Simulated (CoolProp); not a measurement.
Saturation properties of p-xylene.

Computed with CoolProp (reference Helmholtz-energy equation of state, Zhou 2012).

| T (K) | p (bar) | vapour density (kg/m³) | liquid viscosity (µPa s) | liquid conductivity (mW/(m K)) |
|---|---|---|---|---|
| 331.8 | 0.06466 | 0.2505 | 420 | 118 |
| 345.7 | 0.1166 | 0.4351 | 369 | 115 |
| 359.6 | 0.1992 | 0.7182 | 327 | 111 |
| 373.6 | 0.3258 | 1.138 | 292 | 108 |
| 387.5 | 0.5093 | 1.729 | 262 | 105 |
| 401.4 | 0.7679 | 2.542 | 237 | 102 |
| 415.3 | 1.121 | 3.631 | 214 | 99.0 |
| 429.3 | 1.595 | 5.070 | 194 | 96.3 |
| 443.2 | 2.207 | 6.912 | 176 | 93.8 |
| 457.1 | 2.986 | 9.249 | 160 | 91.4 |

It boils at 411.5 K under 1 atm.

Viscosity comes from a separate model (Balogun 2015). Thermal conductivity comes from a separate model (Mylona 2014).
